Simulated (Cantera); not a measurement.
Input: 1 mol Ta2O5, 0.55 mol CO, 0.15 mol H2, at 2348.15 K and 6900 Pa.

Method: chemical equilibrium by Gibbs-energy minimisation in Cantera with the NASA 1993 tables (ideal gas, pure condensed phases). Candidate condensed phases: C, C6H6, C7H8, C8H18, H2O, Ta, TaC, Ta2O5; 113 gas species. The numbers say what is thermodynamically allowed, not how fast it happens.

Base state: CO 0.775, H2 0.200, H 0.0210, TaO2 0.00176, H2O 0.00110, CO2 0.000741, TaO 0.000402, OH 1.99e-5 (mole fractions); condensed: Ta2O5(l).

**Question.** What changes in the equilibrium state with this change: temperature from 2348.15 K to 1273.15 K?

**Answer.** 
```tsv
species	before	after
CO	0.775	0.785
H2	0.200	0.214
CO2	0.000741	0.000727
H	0.0210	1.26e-6
TaO2	0.00176	<1e-9
TaO	0.000402	<1e-9
OH	1.99e-5	<1e-9
CH4	<1e-9	1.24e-5
H2O	0.00110	0.000328
Ta2O5(l), mol	0.999	0
TaC(s), mol	0	0.000208
Ta2O5(s), mol	0	1.000
```
Mutual solubility and eutectic melting of coexisting phases are not modelled. TaC: taken at fixed stoichiometry. Condensed phases not in the tables: Ta2C.
